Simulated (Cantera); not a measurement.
**Thermodynamics of chemical vapour transport, feed Fe2O3 + HCl + H2**

Input: 1 mol Fe2O3, 0.28 mol HCl, 6.5 mol H2, equilibrated at 973.15 K and 95.0 mbar.

Equilibrium computed with Cantera from the NASA thermochemical tables; the gas is ideal and each condensed phase is pure. Candidate condensed phases: Fe, FeCl2, FeCl3, FeO, Fe(OH)2, Fe(OH)3, Fe2O3, Fe3O4, H2O; 22 gas species. The tables' stoichiometric FeO is somewhat more stable than real wüstite, so its field is too wide. FeO: taken at fixed stoichiometry. Equilibrium is a limit: real reactors are often held back by kinetics, nucleation or transport.

- x(H2): 0.811
- x(H2O): 0.148
- x(HCl): 0.0407
- x(FeCl2): 0.000287
- n(FeO(s)): 2.00 mol
- gas amount: 6.780 mol
- log10 activity of Fe(α) (absent): -0.04
- log10 activity of FeCl2(l) (absent): -2.67
- log10 activity of Fe(OH)2(s) (absent): -6.62
